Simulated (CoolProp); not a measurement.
Hydrogen chloride along the isotherm 363.4 K: fugacity coefficient from the reference equation and from simpler models built on Tc = 324.7 K, pc = 8.314 MPa, ω = 0.130; each cubic takes its own stable root.

Model: reference Helmholtz-energy equation of state, Thol 2018, in CoolProp.

```json
[
 {"p (MPa)": "2.77", "phase": "gas", "reference": "0.9144"},
 {"p (MPa)": "5.54", "phase": "gas", "reference": "0.8337"},
 {"p (MPa)": "8.31", "phase": "gas", "reference": "0.7575"},
 {"p (MPa)": "11.1", "phase": "supercritical", "reference": "0.6847"},
 {"p (MPa)": "13.9", "phase": "supercritical", "reference": "0.6154"},
 {"p (MPa)": "16.6", "phase": "supercritical", "reference": "0.5554"},
 {"p (MPa)": "19.4", "phase": "supercritical", "reference": "0.5053"},
 {"p (MPa)": "22.2", "phase": "supercritical", "reference": "0.4663"},
 {"p (MPa)": "24.9", "phase": "supercritical", "reference": "0.4366"},
 {"p (MPa)": "27.7", "phase": "supercritical", "reference": "0.4119"},
 {"p (MPa)": "30.5", "phase": "supercritical", "reference": "0.3919"},
 {"p (MPa)": "33.3", "phase": "supercritical", "reference": "0.3755"},
 {"p (MPa)": "36", "phase": "supercritical", "reference": "0.3624"},
 {"p (MPa)": "38.8", "phase": "supercritical", "reference": "0.3510"},
 {"p (MPa)": "41.6", "phase": "supercritical", "reference": "0.3414"}
]
```

Task: How far does each simpler model (van der Waals, Redlich-Kwong, Soave-Redlich-Kwong, Peng-Robinson) lie from the reference over these 15 states: mean and median of the absolute difference, and the worst?

Result: 
- van der Waals: mean 7.8 %, median 5.9 %, worst +19.2 % at 363.4 K and 41.6 MPa
- Redlich-Kwong: mean 5.1 %, median 4.9 %, worst +10.7 % at 363.4 K and 41.6 MPa
- Soave-Redlich-Kwong: mean 8.2 %, median 8.6 %, worst +15.6 % at 363.4 K and 41.6 MPa
- Peng-Robinson: mean 2.1 %, median 1.8 %, worst +4.8 % at 363.4 K and 41.6 MPa
